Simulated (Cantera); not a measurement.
Charge: 1 mol SiH4, a varied amount of N2O, 1.7 mol H2O, held at 1552 °C and 10.0 mbar.

Cantera equilibrium calculation (NASA polynomials, part measured and part estimated; ideal gas, pure solids and liquids). Candidate condensed phases: H2O, Si, SiO2, Si2N2O, Si3N4; 35 gas species. The tables hold silica as quartz up to 1696 K and as liquid above; real silica turns to tridymite and cristobalite and melts near 1996 K. Rates play no part.

x: gas mole fraction; n: condensed amount in mol.

```json
[
 {"n(N2O) (mol)": "4.2", "x N2": "0.523", "x H2O": "0.457", "x O2": "0.0127", "x NO": "?", "x OH": "0.00268", "x H2": "0.00275", "x O": "0.000173", "n SiO2(condensed)": "1.000"},
 {"n(N2O) (mol)": "5", "x N2": "0.542", "x H2O": "0.398", "x O2": "0.0529", "x NO": "?", "x OH": "0.00358", "x H2": "0.00117", "x O": "0.000353", "n SiO2(condensed)": "1.000"},
 {"n(N2O) (mol)": "6", "x N2": "0.559", "x H2O": "0.342", "x O2": "0.0913", "x NO": "?", "x OH": "0.00380", "x H2": "0.000768", "x O": "0.000464", "n SiO2(condensed)": "1.000"},
 {"n(N2O) (mol)": "7.1", "x N2": "0.573", "x H2O": "0.297", "x O2": "0.123", "x NO": "?", "x OH": "0.00381", "x H2": "0.000573", "x O": "0.000539", "n SiO2(condensed)": "1.000"},
 {"n(N2O) (mol)": "8.5", "x N2": "0.586", "x H2O": "0.253", "x O2": "0.153", "x NO": "?", "x OH": "0.00372", "x H2": "0.000439", "x O": "0.000601", "n SiO2(condensed)": "1.000"},
 {"n(N2O) (mol)": "10", "x N2": "0.596", "x H2O": "0.219", "x O2": "0.177", "x NO": "0.00360", "x OH": "0.00359", "x H2": "0.000353", "x O": "0.000646", "n SiO2(condensed)": "1.000"},
 {"n(N2O) (mol)": "12", "x N2": "0.606", "x H2O": "0.186", "x O2": "0.200", "x NO": "0.00387", "x OH": "0.00341", "x H2": "0.000281", "x O": "0.000687", "n SiO2(condensed)": "1.000"},
 {"n(N2O) (mol)": "14", "x N2": "0.614", "x H2O": "0.161", "x O2": "0.217", "x NO": "0.00405", "x OH": "0.00324", "x H2": "0.000234", "x O": "0.000716", "n SiO2(condensed)": "1.000"},
 {"n(N2O) (mol)": "17", "x N2": "0.622", "x H2O": "0.134", "x O2": "0.236", "x NO": "0.00425", "x OH": "0.00302", "x H2": "0.000187", "x O": "0.000746", "n SiO2(condensed)": "1.000"},
 {"n(N2O) (mol)": "20", "x N2": "0.628", "x H2O": "0.115", "x O2": "0.249", "x NO": "0.00439", "x OH": "0.00283", "x H2": "0.000156", "x O": "0.000767", "n SiO2(condensed)": "1.000"},
 {"n(N2O) (mol)": "24", "x N2": "0.634", "x H2O": "0.0966", "x O2": "0.262", "x NO": "0.00452", "x OH": "0.00263", "x H2": "0.000128", "x O": "0.000786", "n SiO2(condensed)": "1.000"},
 {"n(N2O) (mol)": "29", "x N2": "0.639", "x H2O": "0.0804", "x O2": "0.273", "x NO": "0.00464", "x OH": "0.00242", "x H2": "0.000104", "x O": "0.000803", "n SiO2(condensed)": "1.000"},
 {"n(N2O) (mol)": "35", "x N2": "0.643", "x H2O": "0.0670", "x O2": "0.282", "x NO": "0.00473", "x OH": "0.00223", "x H2": "8.54e-5", "x O": "0.000817", "n SiO2(condensed)": "1.000"}
]
```

Question: Some entries are withheld; supply them.

Answer: 
- 4.2, x NO: 0.000906
- 5, x NO: 0.00188
- 6, x NO: 0.00251
- 7.1, x NO: 0.00295
- 8.5, x NO: 0.00332
